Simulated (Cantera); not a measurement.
Gas mixture: CO₂ : C₂H₆ = 0.83 : 0.31 (molar parts), at 0.200 bar, frozen composition.

Cantera's kinetic-theory transport with the Lennard-Jones parameters of GRI-Mech 3.0, ideal gas; thermal conductivity in the mixture-averaged form. The composition is frozen, though it would react at the higher temperatures.

D: mixture-averaged diffusion coefficient of that species in the mixture.

```json
[
 {"T (K)": "400", "ρ (kg/m³)": "0.242", "cp (J/kg/K)": "1188", "μ (µPa s)": "17.7", "λ (mW/m/K)": "27.8", "Pr": "0.756", "D (cm²/s) H₂O": "1.42", "D (cm²/s) N₂": "?", "D (cm²/s) NH₃": "1.39"},
 {"T (K)": "650", "ρ (kg/m³)": "0.149", "cp (J/kg/K)": "1518", "μ (µPa s)": "26.6", "λ (mW/m/K)": "52.2", "Pr": "0.774", "D (cm²/s) H₂O": "3.64", "D (cm²/s) N₂": "?", "D (cm²/s) NH₃": "3.52"},
 {"T (K)": "900", "ρ (kg/m³)": "0.107", "cp (J/kg/K)": "1739", "μ (µPa s)": "34.1", "λ (mW/m/K)": "75.5", "Pr": "0.785", "D (cm²/s) H₂O": "6.66", "D (cm²/s) N₂": "?", "D (cm²/s) NH₃": "6.38"},
 {"T (K)": "1150", "ρ (kg/m³)": "0.0841", "cp (J/kg/K)": "1899", "μ (µPa s)": "40.6", "λ (mW/m/K)": "97.0", "Pr": "0.795", "D (cm²/s) H₂O": "10.4", "D (cm²/s) N₂": "?", "D (cm²/s) NH₃": "9.87"},
 {"T (K)": "1400", "ρ (kg/m³)": "0.0691", "cp (J/kg/K)": "2009", "μ (µPa s)": "46.5", "λ (mW/m/K)": "117", "Pr": "0.800", "D (cm²/s) H₂O": "14.6", "D (cm²/s) N₂": "?", "D (cm²/s) NH₃": "13.9"},
 {"T (K)": "1650", "ρ (kg/m³)": "0.0586", "cp (J/kg/K)": "2088", "μ (µPa s)": "51.9", "λ (mW/m/K)": "135", "Pr": "0.803", "D (cm²/s) H₂O": "19.5", "D (cm²/s) N₂": "?", "D (cm²/s) NH₃": "18.5"}
]
```

Task: Complete the blanks.

Result: 
- 400, D (cm²/s) N₂: 1.33
- 650, D (cm²/s) N₂: 3.11
- 900, D (cm²/s) N₂: 5.42
- 1150, D (cm²/s) N₂: 8.20
- 1400, D (cm²/s) N₂: 11.4
- 1650, D (cm²/s) N₂: 15.0
